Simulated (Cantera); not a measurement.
Thermodynamics of silicon etching in halogen gases, feed Si + HCl

Feed: 1 mol Si, a varied amount of HCl, equilibrated at 777 °C and 10.0 Torr.

Cantera equilibrium calculation (NASA polynomials, part measured and part estimated; ideal gas, pure solids and liquids). Candidate condensed phases: Si; 19 gas species. The tables' values for SiCl3 are old estimates; treat these amounts as uncertain. Kinetics and transport are ignored.

From 2.3 mol HCl to 3.8 mol HCl the condensed part is Si(s). From 5 mol HCl to 25 mol HCl nothing is condensed. The main Si-bearing gas is SiCl4 throughout.

```
n(HCl) (mol)   x HCl    x H2  x SiCl4  x SiHCl3   x SiCl3   x SiCl2  n Si(s)
------------  ------  ------  -------  --------  --------  --------  -------
2.3           0.0539   0.615    0.278    0.0329    0.0116   0.00884    0.421
2.9           0.0539   0.615    0.278    0.0329    0.0116   0.00884    0.270
3.8           0.0539   0.615    0.278    0.0329    0.0116   0.00884   0.0434
5              0.257   0.493    0.243   0.00484   0.00191  0.000273        0
6.5            0.457   0.362    0.180   0.00148  0.000682   4.69e-5        0
8.5            0.601   0.266    0.132  0.000608  0.000328   1.47e-5        0
11             0.700   0.200   0.0995  0.000294  0.000183   6.10e-6        0
15             0.786   0.143   0.0712  0.000134   9.87e-5   2.48e-6        0
19             0.833   0.111   0.0554   7.66e-5   6.39e-5   1.33e-6        0
25             0.875  0.0833   0.0416   4.11e-5   3.95e-5   6.81e-7        0
```
x: gas mole fraction; n: condensed amount in mol.
